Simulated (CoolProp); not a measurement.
Vapour-liquid equilibrium of R143a (1) + dimethyl ether (2) at 296 K; x and y are mole fractions of (1).

Model: multi-fluid Helmholtz-energy mixture model, Lemmon and Jacobsen 2000 and Wu 2011; pair parameters Bell 2016, in CoolProp.

```tsv
x	bubble pressure (MPa)	y at the bubble point	dew pressure at overall composition x (MPa)	liquid density (mol/L)
0.05	0.5913	0.101	0.5721	14.26
0.2	0.6964	0.337	0.6318	…
0.35	0.7948	0.511	0.7030	13.25
0.5	…	0.649	0.7883	12.76
0.65	0.9803	0.766	…	12.28
0.8	…	0.870	1.009	11.80
0.95	1.162	…	1.144	11.33
```

Problem. What belongs in the gaps?

Solution. 
- 0.2, liquid density (mol/L): 13.75
- 0.5, bubble pressure (MPa): 0.8889
- 0.65, dew pressure at overall composition x (MPa): 0.8899
- 0.8, bubble pressure (MPa): 1.071
- 0.95, y at the bubble point: 0.968

No azeotrope shows between x = 0.05 and 0.95.

The pair parameters rest on a limited set of measurements; away from them the model extrapolates.
